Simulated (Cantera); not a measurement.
# Adiabatic ignition

An adiabatic, constant-pressure homogeneous reactor starts with CH3OH : O2 : N2 = 1 : 2.73 : 10.3 (molar parts), equivalence ratio 0.55, at 1800 K and 3750 Torr.

Computed with Cantera and GRI-Mech 3.0 (53 species, 325 reactions). GRI-Mech 3.0 was tuned for natural gas; its chemistry of methanol as a main component is partial and can be far from experiment.

```tsv
t (s)	T (K)	x CH3OH	x O2	x H2O	x NO	x C2H2
6.00e-6	1937	0.0295	0.165	0.0367	3.06e-9	2.30e-7
2.58e-5	2693	<1e-12	0.0842	0.121	0.000321	<1e-12
0.000111	2737	<1e-12	0.0827	0.123	0.00197	<1e-12
0.000476	2730	<1e-12	0.0800	0.123	0.00772	<1e-12
0.00205	2717	<1e-12	0.0757	0.124	0.0168	<1e-12
0.00880	2716	<1e-12	0.0750	0.124	0.0183	<1e-12
0.0378	2716	<1e-12	0.0750	0.124	0.0183	<1e-12
0.162	2716	<1e-12	0.0750	0.124	0.0183	<1e-12
0.698	2716	<1e-12	0.0750	0.124	0.0183	<1e-12
3.00	2716	<1e-12	0.0750	0.124	0.0183	<1e-12
```
x: mole fraction; the columns are a selection and need not sum to one.

```json
{
 "time_of_steepest_temperature_rise": "7.80 µs",
 "temperature at 3.00 s": "2716 K",
 "equilibrium_temperature": "2716 K",
 "x(CH3OH) at 3.00 s": "<1e-12 (gas-phase equilibrium <1e-12)",
 "x(O2) at 3.00 s": "0.0750 (gas-phase equilibrium 0.0750)",
 "x(H2O) at 3.00 s": "0.124 (gas-phase equilibrium 0.124)"
}
```
